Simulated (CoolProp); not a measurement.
Vapour-liquid equilibrium of carbon dioxide (1) + n-pentane (2) at 5.75 °C; x and y are mole fractions of (1).

Model: multi-fluid Helmholtz-energy mixture model, Span 1996 and Thol 2019; pair parameters Kunz 2012, in CoolProp.

```tsv
x	bubble pressure (bar)	y at the bubble point	dew pressure at overall composition x (bar)	liquid density (mol/L)
0.05	2.706	0.881	0.3326	9.135
0.2	10.56	0.967	0.3957	10.03
0.35	17.54	0.979	0.4878	11.13
0.5	22.62	0.983	0.6351	12.48
0.65	26.53	0.986	0.9090	14.17
0.8	30.88	0.990	1.598	16.34
0.95	37.45	0.996	6.676	19.16
```

No azeotrope shows between x = 0.05 and 0.95.

Pair parameters are fitted to limited data, so mixtures are less certain than the pure fluids. The gap from Raoult's law changes sign with composition, which may be real or a fault of the pair parameters; it wasn't checked against measurements.
